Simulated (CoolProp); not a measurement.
A single-stage vapour-compression cycle with R22: evaporating at 203.15 K (dew point), condensing at 228.15 K (bubble point), superheat 10 K, subcooling 5 K, compressor efficiency 0.8, no pressure losses. Each further row changes one setting.

Values from CoolProp's reference Helmholtz-energy equation of state, Kamei 1995.

```
case                              cooling COP  pressure ratio  discharge temperature (K)  refrigerating effect (kJ/kg)  volumetric capacity (kJ/m³)
--------------------------------  -----------  --------------  -------------------------  ----------------------------  ---------------------------
as stated                                 ___            4.05                      282.2                           235                          237
evaporating temperature 208.15 K         7.70             ___                      271.9                           238                          321
condensing temperature 223.15 K           ___             ___                        ___                           241                          243
subcooling 10 K                           ___            4.05                      282.2                           241                          243
superheat 20 K                           5.76            4.05                      293.6                           241                          ___
compressor efficiency 0.7                5.15            4.05                      291.0                           235                          237
```

Some entries are withheld; supply them.


- as stated, cooling COP: 5.88
- evaporating temperature 208.15 K, pressure ratio: 2.97
- condensing temperature 223.15 K, cooling COP: 7.49
- condensing temperature 223.15 K, pressure ratio: 3.15
- condensing temperature 223.15 K, discharge temperature (K): 269.3
- subcooling 10 K, cooling COP: 6.02
- superheat 20 K, volumetric capacity (kJ/m³): 232
